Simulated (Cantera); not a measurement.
Input: 1 mol Si, 0.86 mol H2O, 3.3 mol H2, at 7.50 Torr.

Equilibrium computed with Cantera from the NASA thermochemical tables; the gas is ideal and each condensed phase is pure. Candidate condensed phases: H2O, Si, SiO2; 18 gas species. Mutual solubility and eutectic melting of coexisting phases are not modelled. The tables hold silica as quartz up to 1696 K and as liquid above; real silica turns to tridymite and cristobalite and melts near 1996 K. Gases not in the tables: Si2H6 and higher silanes. Rates play no part.

x: gas mole fraction; n: condensed amount in mol.

| T (°C) | x H2 | x SiO | x H | x Si | x SiH | x Si2 | n Si(s) | n SiO2(β-quartz) | n Si(l) |
|---|---|---|---|---|---|---|---|---|---|
| 725 | 1.00 | 4.79e-8 | 2.15e-8 | <1e-12 | <1e-12 | <1e-12 | 0.570 | 0.430 | 0 |
| 825 | 1.000 | 2.15e-6 | 2.47e-7 | 2.16e-12 | 6.62e-12 | <1e-12 | 0.570 | 0.430 | 0 |
| 925 | 1.000 | 5.06e-5 | 1.90e-6 | 1.29e-10 | 1.96e-10 | <1e-12 | 0.570 | 0.430 | 0 |
| 1025 | 0.999 | 0.000725 | 1.07e-5 | 4.06e-9 | 3.41e-9 | <1e-12 | 0.568 | 0.428 | 0 |
| 1125 | 0.993 | ? | ? | ? | ? | ? | 0.555 | 0.415 | 0 |
| 1225 | 0.950 | 0.0500 | 0.000167 | 1.00e-6 | 3.16e-7 | 1.27e-9 | 0.461 | 0.321 | 0 |
| 1325 | 0.828 | 0.171 | 0.000484 | 9.35e-6 | 1.87e-6 | 2.30e-8 | 0.140 | 0 | 0 |
| 1425 | 0.827 | 0.171 | 0.00132 | 6.57e-5 | 9.30e-6 | 2.86e-7 | 0 | 0 | 0.140 |
| 1525 | 0.825 | 0.171 | ? | ? | ? | ? | 0 | 0 | 0.138 |
| 1625 | 0.821 | 0.170 | 0.00708 | 0.00123 | 9.71e-5 | 9.82e-6 | 0 | 0 | 0.133 |
| 1725 | 0.812 | 0.169 | 0.0145 | 0.00425 | 0.000261 | 4.39e-5 | 0 | 0 | 0.116 |
| 1825 | 0.792 | 0.167 | 0.0274 | 0.0131 | 0.000633 | 0.000169 | 0 | 0 | 0.0663 |

**Question.** Some entries are withheld; supply them.

**Answer.** 
- 1525, x H: 0.00320
- 1525, x Si: 0.000308
- 1525, x SiH: 3.22e-5
- 1525, x Si2: 1.85e-6
- 1125, x SiO: 0.00703
- 1125, x H: 4.71e-5
- 1125, x Si: 7.79e-8
- 1125, x SiH: 3.91e-8
- 1125, x Si2: 4.56e-11
